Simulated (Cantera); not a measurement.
What does this Cantera script print?

```python
import numpy as np
import cantera as ct

surf = ct.Interface("diamond.yaml", "diamond_100")
gas, bulk = surf.adjacent["gas"], surf.adjacent["diamond"]
k = surf.kinetics_species_index(bulk.species_names[0])
cover = ["c6HH", "c6H*", "c6*H", "c6**", "c6HM", "c6B"]

rows, drift = [], 0.0
print(f"{'T':>10s}{'um/h':>11s}" + "".join(f"{s:>11s}" for s in cover))
for v in [900, 950, 1000, 1050, 1100, 1150, 1200, 1250, 1300, 1350, 1400]:
    T, P, xH, xCH3 = v, 2500, 0.00022, 0.00088
    gas.TPX = T, P, {"H": xH, "CH3": xCH3, "CH4": 0.0037, "H2": 1 - xH - xCH3 - 0.0037}
    surf.TP = bulk.TP = T, P
    surf.coverages = "c6H*:0.1, c6HH:0.9"
    surf.advance_coverages(100.0)
    before = surf.coverages
    surf.advance_coverages(100.0)
    drift = max(drift, np.max(np.abs(surf.coverages - before) / (surf.coverages + 1e-9)))
    rate = surf.net_production_rates[k] * bulk.mean_molecular_weight / bulk.density * 3.6e9
    rows.append([rate, *surf[cover].coverages])
    print(f"{v:10.4g}{rate:11.4e}" + "".join(f"{x:11.3e}" for x in rows[-1][1:]))
```

Output:

```
         T       um/h       c6HH       c6H*       c6*H       c6**       c6HM        c6B
       900 1.2312e+00  1.760e-01  2.461e-03  6.892e-02  4.849e-04  6.051e-01  3.341e-09
       950 1.6887e+00  2.314e-01  4.649e-03  1.104e-01  9.966e-04  5.007e-01  4.583e-09
      1000 1.7975e+00  3.379e-01  9.401e-03  1.925e-01  2.147e-03  3.332e-01  4.878e-09
      1050 1.3346e+00  4.546e-01  1.664e-02  2.980e-01  3.959e-03  1.536e-01  3.621e-09
      1100 8.2092e-01  5.126e-01  2.331e-02  3.694e-01  5.650e-03  5.277e-02  2.228e-09
      1150 5.7217e-01  5.271e-01  2.826e-02  4.007e-01  6.853e-03  1.635e-02  1.553e-09
      1200 4.8797e-01  5.307e-01  3.202e-02  4.099e-01  7.710e-03  5.074e-03  1.324e-09
      1250 4.2052e-01  5.367e-01  3.498e-02  4.077e-01  8.439e-03  1.620e-03  1.141e-09
      1300 2.8487e-01  5.482e-01  3.732e-02  3.988e-01  9.032e-03  5.364e-04  7.730e-10
      1350 1.3914e-01  5.640e-01  3.904e-02  3.851e-01  9.136e-03  1.887e-04  3.776e-10
      1400 5.6110e-02  5.816e-01  4.025e-02  3.684e-01  8.763e-03  7.134e-05  1.523e-10
```

Computed with Cantera and the Harris–Goodwin 1993 mechanism for the reconstructed diamond (100) surface.
